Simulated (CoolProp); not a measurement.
Properties of n-dodecane along the isotherm 620 K.

Values from CoolProp's reference Helmholtz-energy equation of state, Lemmon 2004. It is a short technical equation, of lower accuracy than the large ones.

```tsv
p (MPa)	phase	density (kg/m³)	isothermal compressibility (1/MPa)	expansivity (1/kK)	Prandtl number	fugacity coefficient
0.0287	gas	0.9560	35.13	1.662	0.754	0.9920
0.0464	gas	1.553	21.84	1.693	___	0.9871
0.075	gas	2.532	13.63	1.745	0.749	0.9791
0.121	gas	4.141	8.565	___	0.745	0.9665
0.196	gas	6.864	5.417	1.991	0.738	0.9459
0.316	gas	___	3.507	2.286	0.728	0.9135
0.511	gas	20.01	2.359	___	0.714	0.8617
0.826	gas	37.59	1.791	4.886	0.706	0.7797
1.33	liquid	432.5	0.05154	5.066	3.22	0.5908
2.16	liquid	447.7	0.03457	3.871	3.36	0.3872
3.48	liquid	___	0.02335	3.005	3.56	___
5.63	liquid	484.0	0.01564	2.344	3.82	0.1898
9.09	liquid	505.7	0.01043	1.839	4.14	0.1481
```

Complete the blanks.


- 0.0464, Prandtl number: 0.752
- 0.121, expansivity (1/kK): 1.833
- 0.316, density (kg/m³): 11.51
- 0.511, expansivity (1/kK): 2.929
- 3.48, density (kg/m³): 464.7
- 3.48, fugacity coefficient: 0.2644

Viscosity comes from a separate model (Huber 2004). Thermal conductivity comes from a separate model (Huber 2004).
